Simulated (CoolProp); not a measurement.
The fluid at 405.01 K and 0.285 MPa expands adiabatically to 0.0499 MPa with isentropic efficiency 0.9. The same conditions are run with several fluids, on thermodynamics alone (safety and materials aside).

Computed with CoolProp (reference Helmholtz-energy equation of state of each fluid (R410A: Lemmon 2003; neopentane: Lemmon 2006; CH2F2 (R32): Tillner-Roth 1997; propyne: Polt 1992; n-perfluorohexane: Gao 2022)). The equations of Platzer and Polt are older, rougher fits. Blends and air are pseudo-pure fits.

```tsv
fluid	work (kJ/kg)	final temperature (K)	final density (kg/m³)
R410A	(withheld)	332.5	1.32
neopentane	(withheld)	370.5	1.18
CH2F2 (R32)	(withheld)	(withheld)	1.02
propyne	(withheld)	(withheld)	0.722
n-perfluorohexane	(withheld)	387.0	5.33
```

Problem. Complete the blanks.

Solution. 
- R410A, work (kJ/kg): 64.8
- neopentane, work (kJ/kg): 68.3
- CH2F2 (R32), work (kJ/kg): 86.9
- CH2F2 (R32), final temperature (K): 308.3
- propyne, work (kJ/kg): 118
- propyne, final temperature (K): 334.9
- n-perfluorohexane, work (kJ/kg): 14.6
